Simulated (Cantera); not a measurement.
A closed system holds: 1 mol HMDSO, 7.8 mol H2O, 57 mol H2, 0.15 mol O2, equilibrated at 525 °C and 0.00100 bar.

Equilibrium computed with Cantera from the NASA thermochemical tables; the gas is ideal and each condensed phase is pure. Candidate condensed phases: C, C6H6, C7H8, C8H18, H2O, Si, SiC, SiO2; 123 gas species. The feed counts by its element totals alone. Kinetics and transport are ignored.

Base state: H2 0.934, CO 0.0626, H2O 0.00143, CH4 0.00121, CO2 0.000411 (mole fractions); condensed: C(graphite) + SiO2(α-quartz).

Problem. What changes in the equilibrium state with this change: temperature from 525 °C to 552 °C?

Solution. 
```
species                before     after
-------------------  --------  --------
H2                      0.934     0.935
CO                     0.0626    0.0636
CH4                   0.00121  0.000790
H2O                   0.00143  0.000751
CO2                  0.000411  0.000182
C(graphite), mol        0.950     0.911
SiO2(α-quartz), mol      2.00      2.00
```

Problem. What changes in the equilibrium state with this change: temperature from 525 °C to 1425 °C?

Solution. 
| species | before | after |
|---|---|---|
| H2 | 0.934 | 0.890 |
| CO | 0.0626 | 0.0731 |
| SiO | <1e-9 | 0.0220 |
| H2O | 0.00143 | 0.0107 |
| H | <1e-9 | 0.00432 |
| CH4 | 0.00121 | <1e-9 |
| C(graphite), mol | 0.950 | 0 |
| SiO2(α-quartz), mol | 2.00 | 0 |
| SiO2(condensed), mol | 0 | 0.202 |
The tables hold silica as quartz up to 1696 K and as liquid above; real silica turns to tridymite and cristobalite and melts near 1996 K.
